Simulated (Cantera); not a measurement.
Feed: 1 mol MgO, 0.68 mol O2, 0.45 mol H2O, held at 1175 K and 230000 Pa.

Cantera equilibrium calculation (NASA polynomials, part measured and part estimated; ideal gas, pure solids and liquids). Candidate condensed phases: H2O, Mg, MgO, Mg(OH)2; 15 gas species. Kinetics and transport are ignored.

Base state: O2 0.602, H2O 0.398 (mole fractions); condensed: MgO(s).

Problem. What changes in the equilibrium state with this change: MgO replaced by FeS?

Solution. 
```
species         before     after
-------------  -------  --------
H2O              0.398     0.506
SO2                  0     0.452
S2                   0    0.0224
O2               0.602     <1e-9
H2S                  0    0.0146
S2O                  0   0.00261
H2             2.53e-9   0.00238
SO                   0  0.000123
SH                   0   2.27e-5
MgO(s), mol       1.00         0
FeS(s), mol          0     0.555
Fe3O4(s), mol        0     0.148
```
Mutual solubility and eutectic melting of coexisting phases are not modelled. FeS: taken at fixed stoichiometry. Gases not in the tables: S3 to S7. Further candidate phases: Fe, FeO, Fe(OH)2, Fe(OH)3, FeS, FeSO4, FeS2, Fe2O3, Fe2(SO4)3, Fe3O4, H2SO4, S.
